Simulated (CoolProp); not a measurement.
A closed Brayton cycle with carbon dioxide: compressor inlet 328.15 K and 8.4 MPa, high pressure 26.4 MPa, turbine inlet 660 K, compressor efficiency 0.85, turbine efficiency 0.9, recuperator effectiveness 0.95 (on enthalpy, no pinch check). Each further row changes one setting.

Model: reference Helmholtz-energy equation of state, Span 1996, in CoolProp.

```
case                           thermal efficiency (%)  net work (kJ/kg)  compressor to turbine work  compressor exit (K)  turbine exit (K)
-----------------------------  ----------------------  ----------------  --------------------------  -------------------  ----------------
as stated                                        25.1              50.0                        0.56                426.2             539.5
turbine inlet 610 K                              20.8              38.4                        0.62                426.2             494.0
compressor inlet 338.15 K                        22.6              42.9                        0.62                442.9             539.5
high pressure 22.4 MPa                           25.9              46.7                        0.53                411.7             556.4
recuperator effectiveness 0.5                    19.4              50.0                        0.56                426.2             539.5
```
